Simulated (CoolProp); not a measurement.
Vapour-liquid equilibrium of R22 (1) + R152A (2) at 312.9 K; x and y are mole fractions of (1).

Computed with CoolProp (multi-fluid Helmholtz-energy mixture model, Kamei 1995 and Outcalt 1996; pair parameters Bell 2016).

Q: Give the bubble pressure and the first vapour's composition at x = 0.05, 0.2, 0.65. Is there an azeotrope?

A: x = 0.05: 0.9256 MPa, y = 0.068; x = 0.2: 0.9963 MPa, y = 0.261; x = 0.65: 1.258 MPa, y = 0.738. No azeotrope shows between x = 0.05 and 0.95.

Pair parameters are fitted to limited data, so mixtures are less certain than the pure fluids.
